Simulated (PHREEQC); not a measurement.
**Leach liquor: speciation**

Make-up at 25 °C: 7.3 mmol/kgw HCl and 12 mmol/kgw NiSO4. Closed to the air; pH follows from the charge balance.

Equilibrium calculation in PHREEQC: ion-association model, wateq4f.dat.

Each row changes one thing in this solution. Precipitation was switched off in this run.

| case | pH | ionic strength (mol/kgw) | SO4-2 (mol/kgw) | HSO4- (mol/kgw) |
|---|---|---|---|---|
| as made | 2.33 | 0.0395 | 0.00713 | 0.00191 |
| temperature from 25 to 75 °C | 2.49 | 0.0362 | 0.00550 | 0.00351 |
| diluted 10-fold with water | 3.20 | 0.00495 | 0.00103 | 5.09e-5 |
| NiSO4 from 0.012 to 0.12 mol/kgw | 2.67 | 0.255 | … | 0.00461 |
| diluted 5-fold with water | 2.92 | 0.00936 | … | 0.000163 |
| NiSO4 replaced by Rb2SO4 at the same molality | 2.37 | 0.0386 | 0.00963 | 0.00237 |
| temperature from 25 to 55 °C | 2.41 | 0.0374 | 0.00617 | 0.00278 |

Task: What belongs in the gaps?

Result: 
- NiSO4 from 0.012 to 0.12 mol/kgw, SO4-2 (mol/kgw): 0.0596
- diluted 5-fold with water, SO4-2 (mol/kgw): 0.00189

Constants without temperature data keep their 25 °C values here.
